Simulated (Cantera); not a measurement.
A freely propagating, adiabatic, planar premixed flame of CH4 : CO : O2 : N2 = 1 : 0.71 : 1.57 : 5.9 (molar parts), equivalence ratio 1.5, unburnt at 500 K and 1.28 atm; mixture-averaged transport, grid criteria slope 0.08 and curve 0.16, no radiation.

Model: GRI-Mech 3.0 (53 species, 325 reactions), integrated in Cantera. Burning velocities carry a grid error of a few per cent, more on coarse grids.

Question: What does this change do: 0.13 parts H2O added?

Answer: 
```json
[
 {"quantity": "laminar burning velocity", "before": "51.4 cm/s", "after": "47.3 cm/s"},
 {"quantity": "thermal thickness", "before": "0.415 mm", "after": "0.446 mm"},
 {"quantity": "peak x(HCO)", "before": "2.36e-5", "after": "1.98e-5"},
 {"quantity": "peak x(CH3)", "before": "0.00311", "after": "0.00290"},
 {"quantity": "peak x(H2O2)", "before": "1.61e-5", "after": "1.69e-5"}
]
```

Question: What does this change do: N2 5.9 to 4.6 parts?

Answer: 
```json
[
 {"quantity": "laminar burning velocity", "before": "51.4 cm/s", "after": "88.0 cm/s"},
 {"quantity": "thermal thickness", "before": "0.415 mm", "after": "0.279 mm"},
 {"quantity": "peak x(HCO)", "before": "2.36e-5", "after": "5.52e-5"},
 {"quantity": "peak x(CH3)", "before": "0.00311", "after": "0.00505"},
 {"quantity": "peak x(H2O2)", "before": "1.61e-5", "after": "1.69e-5"}
]
```
